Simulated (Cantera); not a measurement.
A Cantera script and what it prints.

```python
import numpy as np
import cantera as ct

gas_names = [...]  # 109 gases of nasa_gas.yaml made of C, Cl, H, Si
cond_names = """
    C(gr) C6H6(L) C7H8(L) C8H18(L),n-octa Si(cr) Si(L) SiC(b)
""".split()


# ... load() reads the species with a 1 bar reference pressure and builds the phases ...
atoms = {
    'CH3SiCl3': {'C': 1, 'H': 3, 'Si': 1, 'CL': 3},
    'H2': {'H': 2},
}
top_T = {'C(gr)': 4500, 'SiC(b)': 3050}  # K; cautious upper limits of use, not melting points


# ... equilibrate(T, P, feed) seeds the gas with the atoms and calls Mixture.equilibrate('TP', solver="vcs", rtol=1e-11, max_steps=5000) ...
results = []
T = 1525  # K
P = 310  # Pa
for m in [1.9, 2.5, 3.4, 4.5, 6.1, 8.1, 11, 15, 20, 26, 35, 47, 63]:
    feed = {'CH3SiCl3': 1, 'H2': m}  # mol
    mix = equilibrate(T, P, feed)
    results.append((T, P, feed, dict(zip(mix.species_names, mix.species_moles))))

top = {s: max(r[3][s] / sum(r[3][g] for g in gas_names) for r in results) for s in gas_names}
cols = sorted((s for s in top if top[s] > 1e-05), key=lambda s: -top[s])[:5]
seen = [c for c in cond_names if any(r[3].get(c, 0) > 1e-12 for r in results)]
print("log10 of partial pressures in bar; condensed amounts in mol")
print(f"{'n(H2)':>10s}" + "".join(f"{s[:9]:>10s}" for s in cols + seen))
for T, P, feed, n in results:
    ng = sum(n[g] for g in gas_names)
    print(f"{feed['H2']:10.4g}" + "".join(f"{np.log10(max(n[s] / ng * P / 1e5, 1e-99)):10.3f}" for s in cols)
          + "".join(f"{n.get(c, 0):10.4g}" for c in seen))
```

Result:

```
log10 of partial pressures in bar; condensed amounts in mol
     n(H2)        H2       HCL     SiCL2     SiCL3     SiCL4     C(gr)    SiC(b)
       1.9    -2.893    -2.758    -4.204    -5.187    -5.698    0.1124    0.8876
       2.5    -2.835    -2.800    -4.346    -5.401    -5.983   0.08891     0.911
       3.4    -2.774    -2.859    -4.524    -5.668    -6.339   0.06721    0.9327
       4.5    -2.725    -2.923    -4.700    -5.933    -6.692    0.0515    0.9484
       6.1    -2.680    -3.002    -4.906    -6.241    -7.103   0.03826    0.9616
       8.1    -2.644    -3.086    -5.108    -6.544    -7.508   0.02885    0.9709
        11    -2.613    -3.184    -5.337    -6.887    -7.964   0.02114    0.9785
        15    -2.588    -3.292    -5.577    -7.247    -8.444   0.01531    0.9842
        20    -2.569    -3.397    -5.805    -7.590    -8.902   0.01122    0.9882
        26    -2.556    -3.497    -6.018    -7.909    -9.328  0.008306    0.9909
        35    -2.544    -3.614    -6.263    -8.277    -9.818  0.005686    0.9932
        47    -2.536    -3.732    -6.510    -8.646   -10.310  0.003586     0.995
        63    -2.529    -3.852    -6.757    -9.017   -10.804  0.001808    0.9962
```

These are equilibrium values from Cantera (NASA tables, ideal gas, pure condensed phases), not measurements of a reactor. The feed counts by its element totals alone. The tables' values for SiCl3 are old estimates; treat these amounts as uncertain.
